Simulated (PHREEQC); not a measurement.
1 kg of water holding 0.044 mol/kgw NaOH and 0.062 mol/kgw NaCl is evaporated at 40 °C; the solids stay in contact with the brine. No CO2 enters from the air. The run lets Halite precipitate or redissolve, and no other solid.

The series has 28 steps of water left (kg), from 1 to 0.005012.

Model: Pitzer model, pitzer.dat, run in PHREEQC.

Problem. Which solids form, in which order, and at which step of the series does each first stand?

Solution. Halite from water left = 0.01099 kg (pH 14.25).

Away from 25 °C the constants follow the database's enthalpies or fits; those with neither stay at their 25 °C values.
